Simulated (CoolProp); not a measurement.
Computed with CoolProp (reference Helmholtz-energy equation of state, Wu 2011).

### Question
Give the vapour pressure (MPa), enthalpy of vaporisation (kJ/kg), liquid viscosity (µPa s) of saturated dimethyl ether at -20.85, 43.35, 59.35 °C.

### Answer
```tsv
T (°C)	p (MPa)	enthalpy of vaporisation (kJ/kg)	liquid viscosity (µPa s)
-20.85	0.120	461	198
43.35	0.970	371	110
59.35	1.43	342	95.4
```

Viscosity comes from a separate model (Meng 2012).
